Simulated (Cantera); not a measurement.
Feed: 1 mol SiH2Cl2, 0.054 mol Cl2, 110 mol H2, held at 1073 K and 1 atm.

These are equilibrium values from Cantera (NASA tables, ideal gas, pure condensed phases), not measurements of a reactor. Candidate condensed phases: Si; 19 gas species. The tables' values for SiCl3 are old estimates; treat these amounts as uncertain. Rates play no part.

### Question
What is the equilibrium state?

### Answer
- x(H2): 0.989
- x(HCl): 0.00699
- x(SiHCl3): 0.00200
- x(SiCl4): 0.00115
- x(SiH2Cl2): 0.000405
- x(SiCl2): 9.62e-5
- x(SiCl3): 8.33e-5
- x(SiH3Cl): 2.15e-5
- n(Si(s)): 0.580 mol
- gas amount: 111.7 mol
